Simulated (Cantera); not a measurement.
Input: 1 mol C₂H₂, 7.2 mol H₂, 6.9 mol N₂, held at 2702 °C.

Equilibrium computed with Cantera from the NASA thermochemical tables; the gas is ideal and each condensed phase is pure. Candidate condensed phases: C, C₆H₆, C₇H₈, C₈H₁₈; 92 gas species. The ideal-gas law is rough above about 30 bar. Rates play no part.

x: gas mole fraction; nothing condenses.

```
P (Pa)        x H     x H₂   x N₂     x HCN      x C  x C₂H₂ (acetylene)      x CN    x HNC      x C₃
--------  -------  -------  -----  --------  -------  ------------------  --------  -------  --------
10          0.658  0.00202  0.270  0.000514   0.0459             1.55e-6    0.0168  9.51e-5   0.00363
160         0.632        …  0.283         …        …                   …    0.0167        …         …
2500            …        …      …         …        …                   …         …        …         …
40000       0.141    0.374  0.383    0.0660  9.08e-5              0.0180   0.00251   0.0122  0.000451
630000     0.0390    0.449  0.405    0.0721  5.59e-6              0.0203  0.000631   0.0133   2.61e-5
10000000  0.01000    0.468  0.412    0.0727  3.45e-7              0.0202  0.000157   0.0135   1.54e-6
```

Question: Some entries are withheld; supply them.

Answer: 
- 160, x H₂: 0.0300
- 160, x HCN: 0.00783
- 160, x C: 0.0111
- 160, x C₂H₂ (acetylene): 0.000342
- 160, x HNC: 0.00145
- 160, x C₃: 0.0131
- 2500, x H: 0.403
- 2500, x H₂: 0.190
- 2500, x N₂: 0.329
- 2500, x HCN: 0.0416
- 2500, x C: 0.00139
- 2500, x C₂H₂ (acetylene): 0.00829
- 2500, x CN: 0.00889
- 2500, x HNC: 0.00769
- 2500, x C₃: 0.00626
